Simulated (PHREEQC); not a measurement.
A solution holds 0.0011 mol H2SO4, 0.034 mol NaCl and 0.0019 mol KCl per kg of water, at 20 °C. Closed to the air; pH follows from the charge balance.

All values are PHREEQC results (ion-association model, phreeqc.dat), not measurements.

Precipitation was switched off in this run.

**Question.** Estimate the pH, specific conductance.

**Answer.** pH 2.74; specific conductance 4270 µS/cm.

**Question.** In which forms is S present?

**Answer.** SO4-2 85 %, HSO4- 8.0 %, NaSO4- 6.9 %, KSO4- 0.5 % of the S.

Complexes and solids missing from the database can't appear.
